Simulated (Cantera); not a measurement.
A freely propagating, adiabatic, planar premixed flame of H₂ : O₂ : N₂ = 1 : 0.385 : 1.45 (molar parts), equivalence ratio 1.3, unburnt at 700 K and 10.0 bar; mixture-averaged transport, grid criteria slope 0.08 and curve 0.16, no radiation.

Model: the H2/O2 subset of GRI-Mech 3.0, which has no nitrogen chemistry, integrated in Cantera. The hydrogen kinetics of GRI-Mech 3.0 are dated; newer H2 mechanisms differ, most at raised pressure. Burning velocities carry a grid error of a few per cent, more on coarse grids.

### Question
What does this change do: inlet temperature 700 to 400 K?

### Answer
```tsv
quantity	before	after
laminar burning velocity	1080 cm/s	378 cm/s
thermal thickness	0.0255 mm	0.0214 mm
peak x(H₂O₂)	8.41e-5	0.000190
peak x(H)	0.0429	0.0286
peak x(HO₂)	0.00127	0.00165
```

### Question
What does this change do: 0.22 parts H2O added?

### Answer
| quantity | before | after |
|---|---|---|
| laminar burning velocity | 1080 cm/s | 818 cm/s |
| thermal thickness | 0.0255 mm | 0.0247 mm |
| peak x(H₂O₂) | 8.41e-5 | 0.000149 |
| peak x(H) | 0.0429 | 0.0282 |
| peak x(HO₂) | 0.00127 | 0.00157 |
